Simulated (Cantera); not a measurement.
Charge: 1 mol SF6, 0.12 mol H2, 38 mol N2, held at 2023.15 K and 25.5 Torr.

Cantera equilibrium calculation (NASA polynomials, part measured and part estimated; ideal gas, pure solids and liquids). The tables' values for S2F2 (SSF2), SF3 are old estimates; treat these amounts as uncertain. Equilibrium is a limit: real reactors are often held back by kinetics, nucleation or transport.

| species | before | after |
|---|---|---|
| N2 | 0.875 | 0.499 |
| F | 0.0979 | 0.378 |
| SF2 | 0.0149 | 0.0870 |
| HF | 0.00553 | 0.0240 |
| SF4 | 8.25e-6 | 0.000716 |
| SF3 | 0.000200 | 0.00449 |
| F2 | 1.35e-6 | 2.01e-5 |
| S2 | 0.00143 | 0.000218 |
| S | 0.000758 | 0.000296 |
| S2F2 (SSF2) | 0.000327 | 0.000744 |
Gas species are given as mole fractions.

### Question
Name the change that produced these shifts.
A) N2 from 38 to 5 mol
B) temperature from 2023.15 K to 1575 K
C) temperature from 2023.15 K to 2898.15 K
D) 0.12 mol H2S added

### Answer
A, N2 from 38 to 5 mol. The tables' values for SF3, S2F2 (SSF2), FS2F (FSSF) are old estimates; treat these amounts as uncertain
